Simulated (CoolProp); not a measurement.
Water along the isobar 455 bar: fugacity coefficient from the reference equation and from simpler models built on Tc = 647.1 K, pc = 220.6 bar, ω = 0.344; each cubic takes its own stable root.

Values from CoolProp's reference Helmholtz-energy equation of state, Wagner 2002.

| T (K) | phase | reference | van der Waals | Redlich-Kwong | Peng-Robinson |
|---|---|---|---|---|---|
| 555.8 | liquid | 0.1449 | 0.2799 | 0.2027 | 0.1556 |
| 565.4 | liquid | 0.1631 | 0.2956 | 0.2214 | 0.1748 |
| 575 | liquid | 0.1825 | 0.3115 | 0.2407 | 0.1952 |
| 584.5 | liquid | 0.2030 | 0.3274 | 0.2603 | 0.2164 |
| 594.1 | liquid | 0.2248 | 0.3436 | 0.2807 | 0.2390 |
| 603.7 | liquid | 0.2478 | 0.3598 | 0.3014 | 0.2624 |
| 613.3 | liquid | 0.2718 | 0.3762 | 0.3225 | 0.2867 |
| 622.9 | liquid | 0.2967 | 0.3926 | 0.3438 | 0.3117 |
| 632.4 | liquid | 0.3223 | 0.4089 | 0.3651 | 0.3369 |
| 642 | liquid | 0.3488 | 0.4253 | 0.3867 | 0.3628 |
| 651.6 | supercritical | 0.3760 | 0.4417 | 0.4082 | 0.3889 |
| 661.2 | supercritical | 0.4036 | 0.4579 | 0.4297 | 0.4149 |
| 670.7 | supercritical | 0.4311 | 0.4739 | 0.4507 | 0.4404 |
| 680.3 | supercritical | 0.4589 | 0.4899 | 0.4716 | 0.4658 |
| 689.9 | supercritical | 0.4865 | 0.5057 | 0.4921 | 0.4905 |
| 699.5 | supercritical | 0.5135 | 0.5213 | 0.5121 | 0.5143 |
